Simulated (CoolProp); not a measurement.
CH3F (R41) along the isobar 8420 kPa: fugacity coefficient from the reference equation and from simpler models built on Tc = 44.1 °C, pc = 5906 kPa, ω = 0.200; each cubic takes its own stable root.

Model: reference Helmholtz-energy equation of state, Lemmon 2006, in CoolProp. It is a short technical equation, of lower accuracy than the large ones.

```
T (°C)          phase   reference  van der Waals  Redlich-Kwong  Peng-Robinson
------  -------------  ----------  -------------  -------------  -------------
-79.55         liquid     0.01319        0.08680        0.02131        0.01342
-53.85         liquid     0.04331     (withheld)        0.06416        0.04503
-28.15         liquid      0.1050     (withheld)         0.1422         0.1106
-2.45          liquid      0.2054         0.3447         0.2555         0.2175
23.25          liquid      0.3423         0.4550         0.3942         0.3611
48.95   supercritical      0.5014     (withheld)     (withheld)     (withheld)
74.75   supercritical  (withheld)         0.6603         0.6540         0.6421
100.45  supercritical      0.7120         0.7249         0.7254         0.7186
126.15  supercritical  (withheld)         0.7711         0.7774         0.7755
151.85  supercritical      0.8132         0.8071         0.8174         0.8198
```

### Question
Fill in the missing entries.

### Answer

- -53.85, van der Waals: 0.1550
- -28.15, van der Waals: 0.2426
- 48.95, van der Waals: 0.5647
- 48.95, Redlich-Kwong: 0.5390
- 48.95, Peng-Robinson: 0.5197
- 74.75, reference: 0.6329
- 126.15, reference: 0.7693
